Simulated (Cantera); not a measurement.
What does this Cantera script print?

```python
import numpy as np
import cantera as ct

gas_names = """
    AL ALCL ALCL2 ALCL3 ALH AL2 AL2CL6 CL CL2 H HCL H2
""".split()
cond_names = """
    AL(cr) AL(L) ALCL3(s) ALCL3(L)
""".split()


# ... load() reads the species with a 1 bar reference pressure and builds the phases ...
atoms = {
    'Al': {'AL': 1},
    'HCl': {'H': 1, 'CL': 1},
    'H2': {'H': 2},
}
top_T = {}  # K; cautious upper limits of use, not melting points


# ... equilibrate(T, P, feed) seeds the gas with the atoms and calls Mixture.equilibrate('TP', solver="vcs", rtol=1e-11, max_steps=5000) ...
results = []
feed = {'Al': 1, 'HCl': 0.069, 'H2': 0.14}  # mol
T = 1323.15  # K
P = 30000  # Pa
mix = equilibrate(T, P, feed)
results.append((T, P, feed, dict(zip(mix.species_names, mix.species_moles))))
x = sorted(zip(gas.X, gas.species_names), reverse=True)
print(f"T = {T:g} K  P = {P:g} Pa  gas = {mix.phase_moles(0):.4g} mol")
print("   x: " + "  ".join(f"{s} {v:.3e}" for v, s in x if v > 0.0001))
print("   condensed (mol): " + ("  ".join(f"{mix.phase(i).name} {mix.phase_moles(i):.4g}"
      for i in range(1, mix.n_phases) if mix.phase_moles(i) > 1e-12) or "none"))
```

Result:

```
T = 1323.15 K  P = 30000 Pa  gas = 0.2242 mol
   x: H2 7.780e-01  ALCL 1.691e-01  ALCL3 3.365e-02  ALCL2 1.852e-02  HCL 7.131e-04
   condensed (mol): AL(L) 0.9504
```

These are equilibrium values from Cantera (NASA tables, ideal gas, pure condensed phases), not measurements of a reactor. The tables' values for AlCl2 are old estimates; treat these amounts as uncertain.
